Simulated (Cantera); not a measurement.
**Formation from one mole of Br2**

Source: NASA polynomial tables (part measured, part estimated), evaluated in Cantera. Values are per mole of reaction as written; species without (g) are pure solids or liquids, kept so even where they would boil at 1 bar.

Ca + Br2(g) = CaBr2

| T (K) | ΔH° (kJ) | ΔS° (J/K) | ΔG° (kJ) | log10 K |
|---|---|---|---|---|
| 500 | -711.4 | -151.2 | -635.8 | 66.42 |
| 525 | -711.0 | -150.5 | -632.0 | 62.88 |
| 550 | -710.7 | -149.9 | -628.3 | 59.67 |
| 575 | -710.4 | -149.3 | -624.5 | 56.73 |
| 600 | -710.1 | -148.8 | -620.8 | 54.05 |

0.5 Si + Br2(g) = 0.5 SiBr4(g)

| T (K) | ΔH° (kJ) | ΔS° (J/K) | ΔG° (kJ) | log10 K |
|---|---|---|---|---|
| 500 | -238.1 | -63.8 | -206.2 | 21.54 |
| 525 | -238.0 | -63.7 | -204.6 | 20.36 |
| 550 | -238.0 | -63.5 | -203.0 | 19.28 |
| 575 | -237.9 | -63.4 | -201.4 | 18.30 |
| 600 | -237.8 | -63.3 | -199.9 | 17.40 |

Hg + Br2(g) = HgBr2

| T (K) | ΔH° (kJ) | ΔS° (J/K) | ΔG° (kJ) | log10 K | condensed phases |
|---|---|---|---|---|---|
| 500 | -197.5 | -144.0 | -125.5 | 13.11 | Hg(l), HgBr2(s) |
| 525 | -179.0 | -107.9 | -122.3 | 12.17 | Hg(l), HgBr2(l) |
| 550 | -178.0 | -106.2 | -119.6 | 11.36 | Hg(l), HgBr2(l) |
| 575 | -177.1 | -104.5 | -117.0 | 10.63 | Hg(l), HgBr2(l) |
| 600 | -176.1 | -102.9 | -114.4 | 9.96 | Hg(l), HgBr2(l) |

H2(g) + Br2(g) = 2 HBr(g)

```csv
T (K),ΔH° (kJ),ΔS° (J/K),ΔG° (kJ),log10 K
500,-105.3,17.4,-114.0,11.91
525,-105.5,17.1,-114.4,11.39
550,-105.7,16.7,-114.9,10.91
575,-105.8,16.4,-115.3,10.47
600,-106.0,16.1,-115.7,10.07
```
